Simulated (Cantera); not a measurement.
**Thermodynamics of silicon nitride deposition, feed SiH4 + NH3 + H2**

Feed: 1 mol SiH4, 1.4 mol NH3, 63 mol H2, at 10.0 mbar.

Method: chemical equilibrium by Gibbs-energy minimisation in Cantera with the NASA 1993 tables (ideal gas, pure condensed phases). Candidate condensed phases: Si, Si3N4; 18 gas species. Mutual solubility and eutectic melting of coexisting phases are not modelled. Gases not in the tables: Si2H6 and higher silanes. Equilibrium is a limit: real reactors are often held back by kinetics, nucleation or transport.

```tsv
T (K)	x H2	x N2	x H	x Si	x SiH	x SiH2	n Si3N4(s)	n Si(s)	n Si(l)
948	1.000	0.000496	5.24e-9	<1e-12	<1e-12	<1e-12	0.333	0	0
1048	1.000	0.000496	7.72e-8	<1e-12	<1e-12	<1e-12	0.333	0	0
1148	1.000	0.000496	7.16e-7	<1e-12	<1e-12	4.13e-11	0.333	0	0
1248	0.999	0.000497	4.67e-6	6.45e-11	7.20e-11	2.51e-9	0.333	0	0
1348	0.999	0.000497	2.31e-5	9.15e-9	5.89e-9	8.23e-8	0.333	0	0
1448	0.998	0.00164	9.21e-5	2.92e-7	1.17e-7	7.47e-7	0.295	0.115	0
1548	0.989	0.0103	0.000306	3.18e-6	8.37e-7	2.70e-6	0	1.000	0
1648	0.989	0.0103	0.000885	2.58e-5	4.71e-6	8.38e-6	0	0.997	0
1748	0.987	0.0103	0.00227	0.000146	1.92e-5	2.03e-5	0	0	0.987
1848	0.984	0.0103	0.00526	0.000627	6.20e-5	4.09e-5	0	0	0.949
```
x: gas mole fraction; n: condensed amount in mol.

From 948 K to 1348 K the condensed part is Si3N4(s). At 1448 K the condensed part is Si(s) + Si3N4(s). From 1548 K to 1648 K the condensed part is Si(s). From 1748 K to 1848 K the condensed part is Si(l).
